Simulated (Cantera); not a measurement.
Cantera run:

```python
import numpy as np
import cantera as ct

gas_names = [...]  # 47 gases of nasa_gas.yaml made of Cl, H, N, O, Si
cond_names = """
    H2O(s) H2O(L) NH4CL(a) NH4CL(b) Si(cr) Si(L) SiO2(Lqz) SiO2(hqz) SiO2(L) Si2N2O(s) Si3N4(a)
""".split()


# ... load() reads the species with a 1 bar reference pressure and builds the phases ...
atoms = {
    'SiH2Cl2': {'Si': 1, 'H': 2, 'CL': 2},
    'N2O': {'N': 2, 'O': 1},
}
top_T = {'Si2N2O(s)': 2100, 'Si3N4(a)': 2400}  # K; cautious upper limits of use, not melting points


# ... equilibrate(T, P, feed) seeds the gas with the atoms and calls Mixture.equilibrate('TP', solver="vcs", rtol=1e-11, max_steps=5000) ...
results = []
feed = {'SiH2Cl2': 1, 'N2O': 9.5}  # mol
P = 10000  # Pa
for T in [1650, 1675, 1700, 1725, 1750, 1775, 1800, 1825, 1850, 1875, 1900, 1925, 1950, 1975]:
    mix = equilibrate(T, P, feed)
    results.append((T, P, feed, dict(zip(mix.species_names, mix.species_moles))))
    x = sorted(zip(gas.X, gas.species_names), reverse=True)
    print(f"T = {T:g} K  P = {P:g} Pa  gas = {mix.phase_moles(0):.4g} mol")
    print("   x: " + "  ".join(f"{s} {v:.3e}" for v, s in x if v > 0.001))
    print("   condensed (mol): " + ("  ".join(f"{mix.phase(i).name} {mix.phase_moles(i):.4g}"
          for i in range(1, mix.n_phases) if mix.phase_moles(i) > 1e-12) or "none"))
```

Output:

```
T = 1650 K  P = 10000 Pa  gas = 15.32 mol
   x: N2 6.190e-01  O2 2.367e-01  HCL 1.030e-01  CL 2.269e-02  H2O 1.369e-02  CL2 2.399e-03  NO 2.243e-03
   condensed (mol): SiO2(hqz) 1
T = 1675 K  P = 10000 Pa  gas = 15.33 mol
   x: N2 6.185e-01  O2 2.361e-01  HCL 1.018e-01  CL 2.440e-02  H2O 1.424e-02  NO 2.474e-03  CL2 2.108e-03
   condensed (mol): SiO2(hqz) 1
T = 1700 K  P = 10000 Pa  gas = 15.34 mol
   x: N2 6.180e-01  O2 2.355e-01  HCL 1.005e-01  CL 2.613e-02  H2O 1.482e-02  NO 2.721e-03  CL2 1.850e-03
   condensed (mol): SiO2(L) 1
T = 1725 K  P = 10000 Pa  gas = 15.35 mol
   x: N2 6.176e-01  O2 2.349e-01  HCL 9.913e-02  CL 2.786e-02  H2O 1.544e-02  NO 2.983e-03  CL2 1.623e-03
   condensed (mol): SiO2(L) 1
T = 1750 K  P = 10000 Pa  gas = 15.35 mol
   x: N2 6.171e-01  O2 2.343e-01  HCL 9.771e-02  CL 2.961e-02  H2O 1.608e-02  NO 3.262e-03  CL2 1.424e-03
   condensed (mol): SiO2(L) 1
T = 1775 K  P = 10000 Pa  gas = 15.36 mol
   x: N2 6.166e-01  O2 2.336e-01  HCL 9.623e-02  CL 3.135e-02  H2O 1.674e-02  NO 3.558e-03  CL2 1.250e-03
   condensed (mol): SiO2(L) 1
T = 1800 K  P = 10000 Pa  gas = 15.37 mol
   x: N2 6.161e-01  O2 2.329e-01  HCL 9.471e-02  CL 3.310e-02  H2O 1.742e-02  NO 3.870e-03  CL2 1.098e-03
   condensed (mol): SiO2(L) 1
T = 1825 K  P = 10000 Pa  gas = 15.38 mol
   x: N2 6.156e-01  O2 2.322e-01  HCL 9.315e-02  CL 3.485e-02  H2O 1.812e-02  NO 4.200e-03
   condensed (mol): SiO2(L) 1
T = 1850 K  P = 10000 Pa  gas = 15.39 mol
   x: N2 6.150e-01  O2 2.314e-01  HCL 9.156e-02  CL 3.660e-02  H2O 1.882e-02  NO 4.547e-03
   condensed (mol): SiO2(L) 1
T = 1875 K  P = 10000 Pa  gas = 15.4 mol
   x: N2 6.145e-01  O2 2.307e-01  HCL 8.994e-02  CL 3.835e-02  H2O 1.953e-02  NO 4.912e-03
   condensed (mol): SiO2(L) 1
T = 1900 K  P = 10000 Pa  gas = 15.41 mol
   x: N2 6.140e-01  O2 2.299e-01  HCL 8.829e-02  CL 4.010e-02  H2O 2.024e-02  NO 5.295e-03  OH 1.000e-03
   condensed (mol): SiO2(L) 1
T = 1925 K  P = 10000 Pa  gas = 15.42 mol
   x: N2 6.134e-01  O2 2.290e-01  HCL 8.663e-02  CL 4.184e-02  H2O 2.094e-02  NO 5.696e-03  OH 1.162e-03
   condensed (mol): SiO2(L) 1
T = 1950 K  P = 10000 Pa  gas = 15.42 mol
   x: N2 6.128e-01  O2 2.282e-01  HCL 8.495e-02  CL 4.357e-02  H2O 2.164e-02  NO 6.114e-03  OH 1.345e-03
   condensed (mol): SiO2(L) 1
T = 1975 K  P = 10000 Pa  gas = 15.43 mol
   x: N2 6.123e-01  O2 2.273e-01  HCL 8.326e-02  CL 4.530e-02  H2O 2.234e-02  NO 6.551e-03  OH 1.550e-03
   condensed (mol): SiO2(L) 1
```

Method: chemical equilibrium by Gibbs-energy minimisation in Cantera with the NASA 1993 tables (ideal gas, pure condensed phases). The tables hold silica as quartz up to 1696 K and as liquid above; real silica turns to tridymite and cristobalite and melts near 1996 K.
